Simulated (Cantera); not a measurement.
What does this Cantera script print?

```python
import numpy as np
import cantera as ct

gas_names = [...]  # 109 gases of nasa_gas.yaml made of C, Cl, H, Si
cond_names = """
    C(gr) C6H6(L) C7H8(L) C8H18(L),n-octa Si(cr) Si(L) SiC(b)
""".split()


# ... load() reads the species with a 1 bar reference pressure and builds the phases ...
atoms = {
    '(CH3)2SiCl2': {'C': 2, 'H': 6, 'Si': 1, 'CL': 2},
    'HCl': {'H': 1, 'CL': 1},
    'H2': {'H': 2},
}
top_T = {'C(gr)': 4500, 'SiC(b)': 3050}  # K; cautious upper limits of use, not melting points


# ... equilibrate(T, P, feed) seeds the gas with the atoms and calls Mixture.equilibrate('TP', solver="vcs", rtol=1e-11, max_steps=5000) ...
results = []
feed = {'(CH3)2SiCl2': 1, 'HCl': 0.051, 'H2': 2.6}  # mol
P = 1700  # Pa
for T in [1498, 1573, 1648, 1723, 1798, 1873, 1948, 2023, 2098, 2173, 2248]:
    mix = equilibrate(T, P, feed)
    results.append((T, P, feed, dict(zip(mix.species_names, mix.species_moles))))
    x = sorted(zip(gas.X, gas.species_names), reverse=True)
    print(f"T = {T:g} K  P = {P:g} Pa  gas = {mix.phase_moles(0):.4g} mol")
    print("   x: " + "  ".join(f"{s} {v:.3e}" for v, s in x if v > 1e-05))
    print("   condensed (mol): " + ("  ".join(f"{mix.phase(i).name} {mix.phase_moles(i):.4g}"
          for i in range(1, mix.n_phases) if mix.phase_moles(i) > 1e-12) or "none"))
```

It prints:

```
T = 1498 K  P = 1700 Pa  gas = 6.649 mol
   x: H2 6.956e-01  HCL 3.007e-01  SiCL2 3.014e-03  SiCL3 3.574e-04  SiCL4 1.354e-04  H 1.099e-04  CL 3.832e-05  SiHCL3 3.220e-05  CH4 2.134e-05
   condensed (mol): C(gr) 1.023  SiC(b) 0.9765
T = 1573 K  P = 1700 Pa  gas = 6.651 mol
   x: H2 6.963e-01  HCL 2.988e-01  SiCL2 4.152e-03  SiCL3 3.088e-04  H 2.602e-04  CL 8.875e-05  SiCL4 6.038e-05  SiHCL3 1.865e-05  CH4 1.512e-05  C2H2,acetylene 1.438e-05
   condensed (mol): C(gr) 1.03  SiC(b) 0.9698
T = 1648 K  P = 1700 Pa  gas = 6.652 mol
   x: H2 6.972e-01  HCL 2.961e-01  SiCL2 5.511e-03  H 5.703e-04  SiCL3 2.677e-04  CL 1.900e-04  C2H2,acetylene 3.119e-05  SiCL4 2.867e-05  SiHCL3 1.127e-05  CH4 1.107e-05
   condensed (mol): C(gr) 1.038  SiC(b) 0.9613
T = 1723 K  P = 1700 Pa  gas = 6.655 mol
   x: H2 6.982e-01  HCL 2.929e-01  SiCL2 7.081e-03  H 1.169e-03  CL 3.797e-04  SiCL3 2.328e-04  C2H2,acetylene 6.319e-05  SiCL4 1.436e-05
   condensed (mol): C(gr) 1.048  SiC(b) 0.9511
T = 1798 K  P = 1700 Pa  gas = 6.66 mol
   x: H2 6.989e-01  HCL 2.889e-01  SiCL2 8.837e-03  H 2.258e-03  CL 7.145e-04  SiCL3 2.028e-04  C2H2,acetylene 1.206e-04  SiCL 1.709e-05
   condensed (mol): C(gr) 1.059  SiC(b) 0.9396
T = 1873 K  P = 1700 Pa  gas = 6.669 mol
   x: H2 6.992e-01  HCL 2.842e-01  SiCL2 1.074e-02  H 4.139e-03  CL 1.274e-03  C2H2,acetylene 2.182e-04  SiCL3 1.767e-04  SiCL 4.357e-05  Si 1.722e-05
   condensed (mol): C(gr) 1.07  SiC(b) 0.9267
T = 1948 K  P = 1700 Pa  gas = 6.683 mol
   x: H2 6.985e-01  HCL 2.787e-01  SiCL2 1.275e-02  H 7.243e-03  CL 2.167e-03  C2H2,acetylene 3.764e-04  SiCL3 1.538e-04  SiCL 1.028e-04  Si 6.150e-05
   condensed (mol): C(gr) 1.082  SiC(b) 0.9125
T = 2023 K  P = 1700 Pa  gas = 6.705 mol
   x: H2 6.962e-01  HCL 2.721e-01  SiCL2 1.479e-02  H 1.215e-02  CL 3.528e-03  C2H2,acetylene 6.219e-04  SiCL 2.261e-04  Si 1.996e-04  SiCL3 1.334e-04  SiH 1.397e-05
   condensed (mol): C(gr) 1.095  SiC(b) 0.8968
T = 2098 K  P = 1700 Pa  gas = 6.741 mol
   x: H2 6.915e-01  HCL 2.643e-01  H 1.963e-02  SiCL2 1.678e-02  CL 5.522e-03  C2H2,acetylene 9.869e-04  Si 5.949e-04  SiCL 4.672e-04  SiCL3 1.151e-04  SiC2 3.802e-05  SiH 3.514e-05  Si2C 2.415e-05
   condensed (mol): C(gr) 1.108  SiC(b) 0.878
T = 2173 K  P = 1700 Pa  gas = 6.799 mol
   x: H2 6.831e-01  HCL 2.549e-01  H 3.059e-02  SiCL2 1.862e-02  CL 8.329e-03  Si 1.643e-03  C2H2,acetylene 1.507e-03  SiCL 9.110e-04  SiC2 1.423e-04  SiCL3 9.843e-05  Si2C 8.775e-05  SiH 8.262e-05  SiH2 1.769e-05
   condensed (mol): C(gr) 1.124  SiC(b) 0.8525
T = 2248 K  P = 1700 Pa  gas = 6.892 mol
   x: H2 6.692e-01  HCL 2.432e-01  H 4.609e-02  SiCL2 2.015e-02  CL 1.213e-02  Si 4.235e-03  C2H2,acetylene 2.217e-03  SiCL 1.683e-03  SiC2 4.864e-04  Si2C 2.917e-04  SiH 1.824e-04  SiCL3 8.292e-05  SiH2 3.078e-05
   condensed (mol): C(gr) 1.15  SiC(b) 0.8108
```

Cantera equilibrium calculation (NASA polynomials, part measured and part estimated; ideal gas, pure solids and liquids). The feed counts by its element totals alone. The tables' values for SiCl, SiCl3 are old estimates; treat these amounts as uncertain. Gases not in the tables: Si2H6 and higher silanes.
